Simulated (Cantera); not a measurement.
What does this Cantera script print?

```python
import numpy as np
import cantera as ct

gas_names = """
    C CN CO CO2 C2 CCN CNC C2N2 C2O C3 C3O2 C4 C4N2 C5 Fe FeC5O5 FeO N NCO NO NO2 NO3 N2 N2O O O2 O3
""".split()
cond_names = """
    C(gr) Fe(a) Fe(c) Fe(d) Fe(L) FeC5O5(L) FeO(s) FeO(L) Fe2O3(s) Fe3O4(s)
""".split()


def load(file, names, dense=False):
    # The tables refer to 1 bar. Condensed volumes are neglected.
    table = {s.name: s for s in ct.Species.list_from_file(file)}
    out = []
    for n in names:
        d = dict(table[n].input_data)
        d["thermo"] = dict(d["thermo"], **{"reference-pressure": 1e5})
        if dense:
            d["equation-of-state"] = {"model": "constant-volume", "density": "1e6 g/cm^3"}
        out.append(ct.Species.from_dict(d))
    return out


gas = ct.Solution(thermo="ideal-gas", species=load("nasa_gas.yaml", gas_names))
cond = {s.name: ct.Solution(thermo="fixed-stoichiometry", species=[s], name=s.name)
        for s in load("nasa_condensed.yaml", cond_names, dense=True)}
atoms = {
    'Fe(CO)5': {'Fe': 1, 'C': 5, 'O': 5},
    'CO': {'C': 1, 'O': 1},
    'N2': {'N': 2},
}
top_T = {'C(gr)': 4500, 'Fe2O3(s)': 1830, 'Fe3O4(s)': 1870}  # K; cautious upper limits of use, not melting points


def equilibrate(T, P, feed):
    n = {}
    for name, mol in feed.items():
        for a, k in atoms[name].items():
            n[a] = n.get(a, 0.0) + k * mol
    gas.TPX = T, P, n
    mass = sum(n.values()) * gas.mean_molecular_weight
    gas.equilibrate("TP")
    valid = [c for c in cond.values() if c.min_temp <= T <= top_T.get(c.name, c.max_temp)]
    mix = ct.Mixture([(gas, mass / gas.mean_molecular_weight)] + [(c, 0.0) for c in valid])
    mix.T, mix.P = T, P
    mix.equilibrate("TP", solver="vcs", rtol=1e-11, max_steps=5000)
    return mix


results = []
T = 1248  # K
P = 3900  # Pa
for m in [8.8, 11, 14, 17, 21, 26, 32, 39, 48, 60, 74]:
    feed = {'Fe(CO)5': 1, 'CO': 0.041, 'N2': m}  # mol
    mix = equilibrate(T, P, feed)
    results.append((T, P, feed, dict(zip(mix.species_names, mix.species_moles))))

top = {s: max(r[3][s] / sum(r[3][g] for g in gas_names) for r in results) for s in gas_names}
cols = sorted((s for s in top if top[s] > 0.0001), key=lambda s: -top[s])[:6]
seen = [c for c in cond_names if any(r[3].get(c, 0) > 1e-12 for r in results)]
print("log10 of partial pressures in bar; condensed amounts in mol")
print(f"{'n(N2)':>10s}" + "".join(f"{s[:9]:>10s}" for s in cols + seen))
for T, P, feed, n in results:
    ng = sum(n[g] for g in gas_names)
    print(f"{feed['N2']:10.4g}" + "".join(f"{np.log10(max(n[s] / ng * P / 1e5, 1e-99)):10.3f}" for s in cols)
          + "".join(f"{n.get(c, 0):10.4g}" for c in seen))
```

It prints:

```
log10 of partial pressures in bar; condensed amounts in mol
     n(N2)        N2        CO     C(gr)     Fe(c)
       8.8    -1.606    -1.848 0.0007068         1
        11    -1.573    -1.912 0.0006099         1
        14    -1.542    -1.986 0.0005139         1
        17    -1.522    -2.050 0.0004439         1
        21    -1.502    -2.122 0.0003758         1
        26    -1.486    -2.198 0.0003152         1
        32    -1.472    -2.275 0.0002642         1
        39    -1.462    -2.350 0.0002222         1
        48    -1.452    -2.431 0.0001845         1
        60    -1.444    -2.520 0.0001505         1
        74    -1.438    -2.604 0.0001238         1
```

Method: chemical equilibrium by Gibbs-energy minimisation in Cantera with the NASA 1993 tables (ideal gas, pure condensed phases). Condensed phases not in the tables: cementite and carbon dissolved in iron.
